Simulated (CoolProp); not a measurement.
CH3F (R41) at 298.15 K and 0.359 MPa is compressed adiabatically to 1.06 MPa with isentropic efficiency 0.6. Each further row changes one setting.

Model: reference Helmholtz-energy equation of state, Lemmon 2006, in CoolProp. It is a short technical equation, of lower accuracy than the large ones.

| case | work (kJ/kg) | final temperature (K) | final density (kg/m³) |
|---|---|---|---|
| as stated | ___ | 418.3 | ___ |
| efficiency 1 | 85.8 | ___ | 12.0 |
| efficiency 0.65 | 132 | ___ | 10.9 |

Problem. Complete the blanks.

Solution. 
- as stated, work (kJ/kg): 143
- as stated, final density (kg/m³): 10.7
- efficiency 1, final temperature (K): 376.0
- efficiency 0.65, final temperature (K): 410.3
